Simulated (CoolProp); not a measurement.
Vapour-liquid equilibrium of CH2F2 (R32) (1) + R1234yf (2) at 0.024 MPa; x and y are mole fractions of (1).

The numbers come from the multi-fluid Helmholtz-energy mixture model, Tillner-Roth 1997 and Lemmon 2022; pair parameters Bell 2023 in CoolProp.

```
x     bubble temperature, mixture model (K)  bubble temperature, Raoult's law (K)  y, mixture model  y, Raoult's law
----  -------------------------------------  ------------------------------------  ----------------  ---------------
0.05                                  212.1                                 213.7             0.217            0.139
0.2                                   205.4                                 209.5             0.560            0.440
0.35                                  201.7                                 206.2             0.706            0.632
0.5                                   199.7                                 203.4             0.783            0.764
0.65                                  198.5                                 201.1             0.835            0.859
0.8                                   197.6                                 199.1             0.886            0.930
0.95                                  197.0                                 197.4             0.961            0.985
```

The largest gap from Raoult's law is -4.5 K in bubble temperature, at x = 0.35. No azeotrope shows between x = 0.05 and 0.95.

Pair parameters are fitted to limited data, so mixtures are less certain than the pure fluids.
